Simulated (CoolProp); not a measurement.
Isopentane along the isotherm 226.85 °C: density (kg/m³) from the reference equation and from simpler models built on Tc = 187.2 °C, pc = 3.378 MPa, ω = 0.227; each cubic takes its own stable root.

The numbers come from the reference Helmholtz-energy equation of state, Lemmon 2006 in CoolProp. It is a short technical equation, of lower accuracy than the large ones.

| p (MPa) | phase | reference |
|---|---|---|
| 0.016 | gas | 0.2780 |
| 0.0259 | gas | 0.4504 |
| 0.0418 | gas | 0.7278 |
| 0.0676 | gas | 1.179 |
| 0.109 | gas | 1.908 |
| 0.176 | gas | 3.097 |
| 0.285 | gas | 5.059 |
| 0.46 | gas | 8.284 |
| 0.744 | gas | 13.73 |
| 1.2 | gas | 23.09 |
| 1.94 | gas | 40.35 |
| 3.14 | gas | 76.75 |
| 5.07 | supercritical | 193.3 |

Task: How far does each simpler model (ideal gas, van der Waals, Peng-Robinson) lie from the reference over these 13 states: mean and median of the absolute difference, and the worst?

Result: 
- ideal gas: mean 9.6 %, median 2.2 %, worst -54.5 % at 226.85 °C and 5.07 MPa
- van der Waals: mean 0.8 %, median 0.2 %, worst +8.2 % at 226.85 °C and 5.07 MPa
- Peng-Robinson: mean 0.7 %, median 0.3 %, worst +2.5 % at 226.85 °C and 3.14 MPa
